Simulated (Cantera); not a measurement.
A closed system holds: 1 mol CCl₄, 0.032 mol HCl, 0.96 mol H₂, at 623.15 K and 3500 Pa.

Cantera equilibrium calculation (NASA polynomials, part measured and part estimated; ideal gas, pure solids and liquids). Candidate condensed phases: C, C₆H₆, C₇H₈, C₈H₁₈; 91 gas species. Gases not in the tables: chlorinated aromatics. Kinetics and transport are ignored.

Base state: HCl 0.664, Cl₂ 0.317, CCl₄ 0.0184 (mole fractions); condensed: C(graphite).

### Question
What changes in the equilibrium state with this change: CCl₄ replaced by CH₃F?

### Answer
| species | before | after |
|---|---|---|
| HF | 0 | 0.409 |
| H₂ | <1e-9 | 0.355 |
| CH₄ | <1e-9 | 0.223 |
| HCl | 0.664 | 0.0131 |
| Cl₂ | 0.317 | <1e-9 |
| CCl₄ | 0.0184 | <1e-9 |
| C(graphite), mol | 0.946 | 0.454 |

### Question
What changes in the equilibrium state with this change: pressure from 3500 Pa to 24000 Pa?

### Answer
```
species           before   after
----------------  ------  ------
HCl                0.664   0.697
Cl₂                0.317   0.234
CCl₄              0.0184  0.0688
C(graphite), mol   0.946   0.807
```
